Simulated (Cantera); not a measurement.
Charge: 1 mol Si3N4, 46 mol HCl, 0.35 mol H2, 35 mol Cl2, held at 627 °C and 0.100 bar.

These are equilibrium values from Cantera (NASA tables, ideal gas, pure condensed phases), not measurements of a reactor. Candidate condensed phases: NH4Cl, Si, Si3N4; 28 gas species. Equilibrium is a limit: real reactors are often held back by kinetics, nucleation or transport.

Base state: HCl 0.581, Cl2 0.356, SiCl4 0.0373, N2 0.0249, Cl 0.000140 (mole fractions); condensed: gas only.

### Question
What changes in the equilibrium state with this change: temperature from 627 °C to 1000 °C?

### Answer
```
species    before   after
-------  --------  ------
HCl         0.581   0.576
Cl2         0.356   0.344
SiCl4      0.0373  0.0370
Cl       0.000140  0.0180
N2         0.0249  0.0247
```
